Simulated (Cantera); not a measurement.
A Cantera script and what it prints.

```python
import numpy as np
import cantera as ct

gas_names = [...]  # 87 gases of nasa_gas.yaml made of C, H, Si
cond_names = """
    C(gr) C6H6(L) C7H8(L) C8H18(L),n-octa Si(cr) Si(L) SiC(b)
""".split()


# ... load() reads the species with a 1 bar reference pressure and builds the phases ...
atoms = {
    'SiC': {'Si': 1, 'C': 1},
    'H2': {'H': 2},
}
top_T = {'C(gr)': 4500, 'SiC(b)': 3050}  # K; cautious upper limits of use, not melting points


# ... equilibrate(T, P, feed) seeds the gas with the atoms and calls Mixture.equilibrate('TP', solver="vcs", rtol=1e-11, max_steps=5000) ...
results = []
feed = {'SiC': 1, 'H2': 4.9}  # mol
T = 2373  # K
P = 290  # Pa
mix = equilibrate(T, P, feed)
results.append((T, P, feed, dict(zip(mix.species_names, mix.species_moles))))
x = sorted(zip(gas.X, gas.species_names), reverse=True)
print(f"T = {T:g} K  P = {P:g} Pa  gas = {mix.phase_moles(0):.4g} mol")
print("   x: " + "  ".join(f"{s} {v:.3e}" for v, s in x if v > 1e-06))
print("   condensed (mol): " + ("  ".join(f"{mix.phase(i).name} {mix.phase_moles(i):.4g}"
      for i in range(1, mix.n_phases) if mix.phase_moles(i) > 1e-12) or "none"))
```

Output:

```
T = 2373 K  P = 290 Pa  gas = 6.448 mol
   x: H2 6.504e-01  H 2.092e-01  Si 1.051e-01  SiC2 1.852e-02  Si2C 1.063e-02  C2H2,acetylene 4.001e-03  SiH 1.478e-03  Si2 4.022e-04  SiH2 7.179e-05  C2H 6.950e-05  SiC 2.437e-05  C3 2.130e-05  Si3 1.277e-05  C4H2 1.012e-05  C 9.114e-06  C2H2,vinylidene 1.981e-06  C2 1.917e-06  CH3 1.362e-06
   condensed (mol): C(gr) 0.5892  SiC(b) 0.04994
```

Method: chemical equilibrium by Gibbs-energy minimisation in Cantera with the NASA 1993 tables (ideal gas, pure condensed phases). Gases not in the tables: Si2H6 and higher silanes.
